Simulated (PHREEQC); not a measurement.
Make-up at 25 °C: 0.014 mol/kgw NaBr and 2.7e-05 mol/kgw H2SeO3. Closed to the air; pH follows from the charge balance.

Model: ion-association model, wateq4f.dat, run in PHREEQC.

Each row changes one thing in this solution. No solid was allowed to form.

```
case                                       pH  ionic strength (mol/kgw)  H2SeO3 (mol/kgw)  SeO3-2 (mol/kgw)
---------------------------------------  ----  ------------------------  ----------------  ----------------
as made                                  4.62                    0.0140           3.19e-7           5.01e-9
NaBr left out                               …                   2.66e-5           3.93e-7           3.24e-9
H2SeO3 from 2.7e-05 to 1.35e-05 mol/kgw  4.92                    0.0140           8.08e-8           5.01e-9
temperature from 25 to 60 °C             4.62                    0.0140           3.15e-7           5.18e-9
temperature from 25 to 10 °C             4.62                    0.0140           3.21e-7           4.96e-9
0.00067 mol/kgw (NH4)2SO4 added          4.64                    0.0160           3.05e-7           5.33e-9
H2SeO3 from 2.7e-05 to 2.7e-06 mol/kgw   5.61                    0.0140           3.27e-9           4.99e-9
diluted 10-fold with water               5.58                   0.00140           3.77e-9           3.72e-9
0.0004 mol/kgw HF added                  3.55                    0.0143                 …          3.78e-10
```

Question: Some entries are withheld; supply them.

Answer: 
- NaBr left out, pH: 4.58
- 0.0004 mol/kgw HF added, H2SeO3 (mol/kgw): 3.34e-6

Constants without temperature data keep their 25 °C values here.
